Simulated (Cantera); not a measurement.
Input: 1 mol B₂H₆, 0.43 mol O₂, a varied amount of N₂, 2.6 mol H₂O, at 952 °C and 1000 Pa.

These are equilibrium values from Cantera (NASA tables, ideal gas, pure condensed phases), not measurements of a reactor. Candidate condensed phases: B, BN, B₂O₃, B₃O₃H₃, H₂O; 39 gas species. The feed counts by its element totals alone. Kinetics and transport are ignored.

Q: At 110 mol N₂, list the 4 most abundant gas species with their mole fractions, and the condensed phases.

A: N₂ 0.951, H₂ 0.0444, H₂O 0.00362, HBO₂ 0.000709. Condensed: B₂O₃(l).
